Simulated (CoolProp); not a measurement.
Vapour pressure (kPa) of octamethylcyclotetrasiloxane (D4): the reference equation beside estimates from Tc = 313.4 °C, pc = 1347 kPa, ω = 0.598. Clausius-Clapeyron is anchored at 227.15 °C with a constant enthalpy of vaporisation of 32.08 kJ/mol.

The numbers come from the reference Helmholtz-energy equation of state, Thol 2015 in CoolProp.

```tsv
T (°C)	reference	Clausius-Clapeyron	van der Waals	Soave-Redlich-Kwong
159.25	65.31	94.66	350.0	65.41
176.25	102.6	132.7	421.8	103.1
193.25	154.8	181.4	502.3	156.1
210.15	224.9	242.2	591.4	227.7
227.15	317.7	317.7	690.4	323.0
244.15	437.5	409.3	799.2	446.3
261.15	589.4	519.0	917.9	602.6
278.15	780.2	648.4	1047	797.1
295.15	1019	799.4	1186	1036
```

Absolute difference from the reference over all 9 rows, mean and median: Clausius-Clapeyron 17.3 and 16.9 %, van der Waals 160.1 and 117.3 %, Soave-Redlich-Kwong 1.4 and 1.7 %.
